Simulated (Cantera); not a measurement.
An adiabatic, constant-pressure homogeneous reactor starts with H₂ : O₂ : N₂ : NO = 1 : 0.667 : 2 : 0.0056 (molar parts), at 1100 K and 9.87 atm. Integrator tolerance rtol = 1e-08.

Model: GRI-Mech 3.0 (53 species, 325 reactions), integrated in Cantera. The hydrogen kinetics of GRI-Mech 3.0 are dated; newer H2 mechanisms differ, most at raised pressure. The mechanism lacks 2 NO + O2 → 2 NO2 and HONO, so NO2 and the effect of NO are under-described below about 1400 K.

Q: What does this change do: initial temperature 1100 to 1698 K?

A: 
| quantity | before | after |
|---|---|---|
| time of steepest temperature rise | 70.3 µs | 0.690 µs |
| temperature at 7.00 s | 2806 K | 3086 K |
| equilibrium temperature | 2806 K | 3086 K |
| x(H₂) at 7.00 s | 0.00982 (gas-phase equilibrium 0.00982) | 0.0238 (gas-phase equilibrium 0.0238) |
| x(O₂) at 7.00 s | 0.0435 (gas-phase equilibrium 0.0435) | 0.0414 (gas-phase equilibrium 0.0414) |
| x(NO) at 7.00 s | 0.0150 (gas-phase equilibrium 0.0150) | 0.0205 (gas-phase equilibrium 0.0205) |
| x(O) at 7.00 s | 0.00369 (gas-phase equilibrium 0.00369) | 0.00976 (gas-phase equilibrium 0.00976) |
| x(N₂) at 7.00 s | 0.615 (gas-phase equilibrium 0.615) | 0.600 (gas-phase equilibrium 0.600) |
Above 3000 K some thermodynamic fits are extrapolated.
